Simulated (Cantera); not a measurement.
Feed: 1 mol TiO2, 0.097 mol Cl2, 0.042 mol H2, held at 702 °C and 8.40 bar.

These are equilibrium values from Cantera (NASA tables, ideal gas, pure condensed phases), not measurements of a reactor. Candidate condensed phases: H2O, Ti, TiCl2, TiCl3, TiCl4, TiO, TiO2, Ti2O3, Ti3O5, Ti4O7; 23 gas species. Condensed phases not in the tables: TiOCl. Gases not in the tables: TiO(OH)2. Kinetics and transport are ignored.

Base state: HCl 0.596, Cl2 0.397, H2O 0.00479, TiCl4 0.00241, Cl 5.75e-5, O2 2.06e-5 (mole fractions); condensed: TiO2(rutile).

### Question
What changes in the equilibrium state with this change: Cl2 from 0.097 to 1.6 mol?

### Answer
```csv
species,before,after
Cl2,0.397,0.948
HCl,0.596,0.0510
TiCl4,0.00241,0.000551
H2O,0.00479,7.33e-5
O2,2.06e-5,0.000514
Cl,5.75e-5,8.89e-5
"TiO2(rutile), mol",1.000,0.999
```

### Question
What changes in the equilibrium state with this change: temperature from 702 °C to 1000 °C?

### Answer
| species | before | after |
|---|---|---|
| HCl | 0.596 | 0.591 |
| Cl2 | 0.397 | 0.393 |
| H2O | 0.00479 | 0.00738 |
| TiCl4 | 0.00241 | 0.00523 |
| O2 | 2.06e-5 | 0.00153 |
| Cl | 5.75e-5 | 0.00210 |
| HOCl | 1.23e-6 | 1.68e-5 |
| TiO2(rutile), mol | 1.000 | 0.999 |
